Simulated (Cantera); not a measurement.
Cantera run, input and output.

```python
import numpy as np
import cantera as ct

gas = ct.Solution("gri30.yaml")
gas.TP = 300, 140000
flame = ct.CounterflowDiffusionFlame(gas, width=0.02)
flame.fuel_inlet.X, flame.fuel_inlet.T = {'CH4': 1, 'CO': 0.34, 'N2': 0.46}, 575
flame.oxidizer_inlet.X, flame.oxidizer_inlet.T = {'O2': 0.17, 'N2': 0.83}, 698
flame.set_refine_criteria(ratio=3, slope=0.12, curve=0.24, prune=0.03)
show = ['OH', 'H', 'NO', 'CO', 'C2H2']

rows = []
print(f"{'mdot':>8s}{'a_max':>10s}{'a_mean':>10s}{'Tmax/K':>9s}" + "".join(f"{s:>11s}" for s in show) + "   (peak mole fractions)")
for i, mdot in enumerate([0.35, 0.48, 0.66, 0.9, 1.2, 1.7, 2.3]):  # kg/m2/s on the oxidiser side
    flame.oxidizer_inlet.mdot, flame.fuel_inlet.mdot = mdot, 0.95 * mdot
    flame.solve(loglevel=0, auto=(i == 0))
    if flame.T.max() < max(575, 698) + 100:
        print(f"{mdot:8.3g}  no burning solution found from the previous one")
        break
    dT = np.abs(np.gradient(flame.T, flame.grid))
    rows.append([flame.strain_rate("max"), flame.strain_rate("mean"), flame.T.max(),
                 *(flame.X[gas.species_index(s)].max() for s in show), max(dT[0], dT[-1]) / dT.max()])
    print(f"{mdot:8.3g}{rows[-1][0]:10.1f}{rows[-1][1]:10.1f}{rows[-1][2]:9.1f}" + "".join(f"{x:11.3e}" for x in rows[-1][3:-1]))
```

It prints:

```
    mdot     a_max    a_mean   Tmax/K         OH          H         NO         CO       C2H2   (peak mole fractions)
    0.35     191.0      51.9   2039.5  5.303e-03  2.734e-03  2.120e-04  1.889e-01  8.057e-03
    0.48     256.0      71.1   2026.1  5.326e-03  2.864e-03  1.950e-04  1.889e-01  7.358e-03
    0.66     345.6      97.8   2014.4  5.343e-03  3.016e-03  1.770e-04  1.889e-01  6.803e-03
     0.9     463.5     133.4   1999.7  5.301e-03  3.137e-03  1.556e-04  1.889e-01  6.222e-03
     1.2     609.8     177.8   1985.2  5.229e-03  3.236e-03  1.344e-04  1.889e-01  5.714e-03
     1.7     850.6     251.9   1962.7  5.052e-03  3.301e-03  1.057e-04  1.889e-01  5.015e-03
     2.3    1135.3     340.8   1938.1  4.800e-03  3.287e-03  7.975e-05  1.889e-01  4.316e-03
```

Detailed kinetics in Cantera: GRI-Mech 3.0 (53 species, 325 reactions). GRI-Mech 3.0 has no aromatics or soot, which form on the fuel side of real flames. The maximum strain rate includes the flame's own expansion and is several times the mean.
